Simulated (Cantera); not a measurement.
**Thermodynamics of iron carbonyl, mercury and lead vapours, feed Hg + H2 + O2**

Input: 1 mol Hg, 30 mol H2, 0.21 mol O2, held at 1623 K and 210 Torr.

Cantera equilibrium calculation (NASA polynomials, part measured and part estimated; ideal gas, pure solids and liquids). Candidate condensed phases: H2O, Hg, HgO; 10 gas species. Rates play no part.

```yaml
x(H2): 0.954
x(Hg): 0.0323
x(H2O): 0.0135
x(H): 0.000128
gas_amount: 31.00 mol
log10 activity of Hg(l) (absent): -4.92
```
